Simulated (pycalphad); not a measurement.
**Effect of Si content in Al-Si**

CALPHAD calculation (pycalphad, COST 507 light-alloy database (1999)), 1 atm. The data set is of 1999 and partly superseded. Phase fractions are per mole of atoms.

| alloy | liquidus (K) | first solid | solidus (K) | phases at 570 K |
|---|---|---|---|---|
| Al-1.436Si (wt.%) | 925 | fcc | 856 | fcc 0.99, diamond (Si) 0.01 |
| Al-2.88Si (wt.%) | 916 | fcc | 850 | fcc 0.97, diamond (Si) 0.03 |
| Al-4.312Si (wt.%) | 907 | fcc | 850 | fcc 0.96, diamond (Si) 0.04 |
| Al-5.754Si (wt.%) | 898 | fcc | 850 | fcc 0.95, diamond (Si) 0.05 |
| Al-8.621Si (wt.%) | 879 | fcc | 850 | fcc 0.92, diamond (Si) 0.08 |
| Al-17.18Si (wt.%) | ? | ? | 850 | ? |

Question: Fill in the missing entries.

Answer: 
- Al-17.18Si (wt.%), liquidus (K): 922
- Al-17.18Si (wt.%), first solid: diamond (Si)
- Al-17.18Si (wt.%), phases at 570 K: fcc 0.83, diamond (Si) 0.17
